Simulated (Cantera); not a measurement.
A closed system holds: 1 mol C₂F₆, 0.085 mol CH₄, held at 1100 °C and 1.60 Pa.

Cantera equilibrium calculation (NASA polynomials, part measured and part estimated; ideal gas, pure solids and liquids). Candidate condensed phases: C, C₆H₆, C₇H₈, C₈H₁₈; 95 gas species. The feed counts by its element totals alone. Gases not in the tables: C₂F₆ and larger saturated fluorocarbons. Kinetics and transport are ignored.

Base state: CF₄ 0.804, HF 0.194, CF₂ 0.00121, F 0.000708, CF₃ 7.84e-5 (mole fractions); condensed: C(graphite).

Problem. What changes in the equilibrium state with this change: pressure from 1.60 Pa to 1.00 bar?

Solution. 
```tsv
species	before	after
CF₄	0.804	0.806
HF	0.194	0.194
CF₃	7.84e-5	4.97e-6
CF₂	0.00121	4.83e-6
F	0.000708	1.79e-7
C(graphite), mol	0.669	0.670
```

Problem. What changes in the equilibrium state with this change: temperature from 1100 °C to 1527 °C?

Solution. 
```csv
species,before,after
F,0.000708,0.386
CF₄,0.804,0.267
CF₂,0.00121,0.227
HF,0.194,0.115
CF,3.34e-8,0.000595
CF₃,7.84e-5,0.00378
"C(graphite), mol",0.669,0.615
```

Problem. What changes in the equilibrium state with this change: CH₄ from 0.085 to 0.028 mol?

Solution. 
```json
[
 {"species": "CF₄", "before": "0.804", "after": "0.927"},
 {"species": "HF", "before": "0.194", "after": "0.0706"},
 {"species": "CF₂", "before": "0.00121", "after": "0.00129"},
 {"species": "CF₃", "before": "7.84e-5", "after": "8.72e-5"},
 {"species": "F", "before": "0.000708", "after": "0.000734"},
 {"species": "C(graphite), mol", "before": "0.669", "after": "0.555"}
]
```
